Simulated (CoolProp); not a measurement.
Computed with CoolProp (reference Helmholtz-energy equation of state, Lemmon 2004). It is a short technical equation, of lower accuracy than the large ones.

Q: Give the vapour pressure (kPa), liquid density (kg/m³), surface tension (mN/m) of saturated n-dodecane at 223.85, 273.25 °C.

A: 
```csv
T (°C),p (kPa),liquid density (kg/m³),surface tension (mN/m)
223.85,121,587,9.29
273.25,332,535,6.04
```

Surface tension comes from a separate correlation (Mulero 2012).
